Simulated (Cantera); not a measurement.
**N2O furnace oxynitridation**

An isothermal, constant-pressure homogeneous reactor starts with 5.56 % N2O, 94.4 % O2, at 1300 K and 10.00 Torr.

Computed with Cantera and GRI-Mech 3.0 (53 species, 325 reactions). GRI-Mech 3.0 was tuned for natural gas; its chemistry of N2O as a main component is partial and can be far from experiment. Radical loss at walls, strong at low pressure, is not modelled. The mechanism lacks 2 NO + O2 → 2 NO2 and HONO, so NO2 and the effect of NO are under-described below about 1400 K.

| t (s) | x N2O | x O2 | x NO | x N2 | x NO2 | x O |
|---|---|---|---|---|---|---|
| 6.00e-6 | 0.0556 | 0.944 | 1.20e-12 | 7.87e-9 | <1e-12 | 7.86e-9 |
| 1.95e-5 | 0.0556 | 0.944 | 1.28e-11 | 2.56e-8 | <1e-12 | 2.56e-8 |
| 6.36e-5 | 0.0556 | 0.944 | 1.35e-10 | 8.38e-8 | <1e-12 | 8.29e-8 |
| 0.000207 | 0.0556 | 0.944 | 1.42e-9 | 2.75e-7 | <1e-12 | 2.67e-7 |
| 0.000674 | 0.0556 | 0.944 | 1.47e-8 | 9.25e-7 | <1e-12 | 8.34e-7 |
| 0.00219 | 0.0556 | 0.944 | 1.43e-7 | 3.28e-6 | <1e-12 | 2.40e-6 |
| 0.00714 | 0.0555 | 0.944 | 1.18e-6 | 1.27e-5 | 7.27e-12 | 5.40e-6 |
| 0.0232 | 0.0555 | 0.944 | 6.82e-6 | 5.00e-5 | 1.63e-10 | 7.50e-6 |
| 0.0756 | 0.0554 | 0.944 | 2.71e-5 | 0.000177 | 2.25e-9 | 7.64e-6 |
| 0.246 | 0.0549 | 0.944 | 9.31e-5 | 0.000588 | 2.15e-8 | 7.64e-6 |
| 0.802 | 0.0534 | 0.944 | 0.000304 | 0.00190 | 1.37e-7 | 7.64e-6 |
| 2.61 | 0.0490 | 0.944 | 0.000951 | 0.00593 | 5.52e-7 | 7.64e-6 |
| 8.49 | 0.0369 | 0.944 | 0.00270 | 0.0168 | 1.68e-6 | 7.62e-6 |
| 27.6 | 0.0148 | 0.943 | 0.00587 | 0.0367 | 3.77e-6 | 7.52e-6 |
| 90.0 | 0.000895 | 0.942 | 0.00782 | 0.0493 | 6.28e-6 | 5.73e-6 |
x: mole fraction; the columns are a selection and need not sum to one.

Equilibrium at this temperature and pressure: N2O 4.43e-10, O2 0.946, NO 0.000221, N2 0.0539, NO2 5.85e-7, O 1.50e-6 (gas phase only).
